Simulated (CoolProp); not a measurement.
Vapour-liquid equilibrium of dimethyl ether (1) + n-hexane (2) at 0.373 MPa; x and y are mole fractions of (1).

Model: multi-fluid Helmholtz-energy mixture model, Wu 2011 and Thol 2019; pair parameters Bell 2016, in CoolProp.

```csv
x,bubble temperature (K),y at the bubble point,dew temperature at overall composition x (K),liquid density (mol/L)
0.05,370.8,0.379,387.9,6.927
0.125,347.6,0.688,384.4,7.489
0.2,331.4,0.824,[?],7.999
0.275,320.2,0.889,[?],8.483
0.35,312.2,0.924,372.6,8.962
0.425,306.2,0.944,368.0,9.454
0.5,301.6,0.958,363.0,9.968
0.575,297.9,0.968,357.5,10.52
0.65,294.8,0.975,351.2,11.11
0.725,292.1,[?],343.8,11.76
0.8,289.5,0.987,334.8,12.48
0.875,287.1,0.992,322.9,13.28
0.95,284.7,0.997,304.4,14.19
```

Task: Fill in the missing entries.

Result: 
- 0.2, dew temperature at overall composition x (K): 380.7
- 0.275, dew temperature at overall composition x (K): 376.7
- 0.725, y at the bubble point: 0.981

No azeotrope shows between x = 0.05 and 0.95.

The pair parameters rest on a limited set of measurements; away from them the model extrapolates. The gap from Raoult's law changes sign with composition, which may be real or a fault of the pair parameters; it wasn't checked against measurements.
